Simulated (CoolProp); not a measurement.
Properties of R236EA along the isobar 6000 kPa.

Computed with CoolProp (reference Helmholtz-energy equation of state, Rui 2013).

```tsv
T (K)	phase	cp (kJ/(kg K))	expansivity (1/kK)	Prandtl number	fugacity coefficient
300.5	liquid	1.241	2.049	6.23	0.04422
308.1	liquid	1.252	2.130	5.87	0.05590
315.6	liquid	1.263	2.221	5.57	0.06939
323.2	liquid	1.275	2.324	5.29	0.08516
330.8	liquid	1.289	2.441	5.04	0.1031
338.4	liquid	1.304	2.576	4.81	0.1234
345.9	liquid	1.321	2.730	4.60	0.1456
353.5	liquid	1.341	2.912	4.41	0.1704
361.1	liquid	1.362	3.128	4.24	0.1974
368.7	liquid	1.388	3.390	4.08	0.2266
376.2	liquid	1.417	3.708	3.93	0.2574
383.8	liquid	1.452	4.114	3.79	0.2904
391.4	liquid	1.494	4.640	3.65	0.3250
398.9	liquid	1.546	5.331	3.53	0.3604
406.5	liquid	1.613	6.289	3.42	0.3973
```

Viscosity comes from a separate model (Huber 2003), an estimate that may be off by 10 % or more. Thermal conductivity comes from a separate model (Huber 2003), an estimate that may be off by 10 % or more.
